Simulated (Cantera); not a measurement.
## Equilibrium for chlorosilane synthesis and conversion: SiCl4 + H2 + Cl2

Input: 1 mol SiCl4, 1.9 mol H2, 0.68 mol Cl2, at 2480 Torr.

These are equilibrium values from Cantera (NASA tables, ideal gas, pure condensed phases), not measurements of a reactor. Candidate condensed phases: Si; 19 gas species. The tables' values for SiCl3 are old estimates; treat these amounts as uncertain. Equilibrium is a limit: real reactors are often held back by kinetics, nucleation or transport.

From 925 K to 1375 K nothing is condensed. The main Si-bearing gas is SiCl4 throughout.

```tsv
T (K)	x HCl	x H2	x SiCl4	x SiHCl3	x SiCl3	x SiCl2	x SiH2Cl2	x Cl
925	0.381	0.340	0.278	0.000903	5.22e-6	3.89e-9	2.88e-7	9.02e-11
975	0.381	0.339	0.278	0.00141	1.67e-5	2.85e-8	7.53e-7	3.88e-10
1025	0.382	0.339	0.277	0.00211	4.75e-5	1.70e-7	1.78e-6	1.45e-9
1075	0.383	0.338	0.276	0.00303	0.000122	8.55e-7	3.88e-6	4.81e-9
1125	0.384	0.336	0.275	0.00418	0.000287	3.69e-6	7.79e-6	1.44e-8
1175	0.386	0.335	0.273	0.00558	0.000624	1.39e-5	1.46e-5	3.93e-8
1225	0.388	0.333	0.271	0.00723	0.00126	4.66e-5	2.58e-5	9.94e-8
1275	0.391	0.330	0.267	0.00909	0.00240	0.000140	4.29e-5	2.35e-7
1325	0.395	0.326	0.263	0.0111	0.00429	0.000380	6.73e-5	5.22e-7
1375	0.401	0.321	0.257	0.0131	0.00724	0.000938	9.96e-5	1.10e-6
```
x: gas mole fraction; nothing condenses.
